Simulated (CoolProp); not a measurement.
Computed with CoolProp (reference Helmholtz-energy equation of state, Aleksandrov 2011). It is a short technical equation, of lower accuracy than the large ones.

Q: For n-undecane, give the phase and the density (kg/m³), cp (kJ/(kg K)), cv (kJ/(kg K)), Joule-Thomson coefficient (K/MPa) at 589.6 K and 2810 kPa; 404.3 K and 80.1 kPa.

A: 
- 589.6 K and 2810 kPa: liquid; density 479, cp 3.41, cv 2.88, Joule-Thomson coefficient 0.456
- 404.3 K and 80.1 kPa: liquid; density 654, cp 2.61, cv 2.21, Joule-Thomson coefficient -0.294
